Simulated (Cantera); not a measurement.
Input: 1 mol CH2F2, 16 mol H2, held at 2525 K.

Cantera equilibrium calculation (NASA polynomials, part measured and part estimated; ideal gas, pure solids and liquids). Candidate condensed phases: C, C6H6, C7H8, C8H18; 95 gas species. Equilibrium is a limit: real reactors are often held back by kinetics, nucleation or transport.

Q: Which condensed phases are stable at each of these points (P (Pa)): 1, 3.60, 13, 46, 170, 600, 2200, 7700, 28000, 100000?

A: 
```csv
P (Pa),condensed phases,C condensed (%)
1,gas only,0.0
3.60,gas only,0.0
13,C(graphite),26.0
46,C(graphite),64.7
170,C(graphite),68.9
600,C(graphite),66.8
2200,C(graphite),64.6
7700,C(graphite),63.2
28000,C(graphite),62.4
100000,C(graphite),61.8
```

From 0.00750 Torr to 0.0270 Torr nothing is condensed. From 0.0975 Torr to 750 Torr the condensed part is C(graphite).
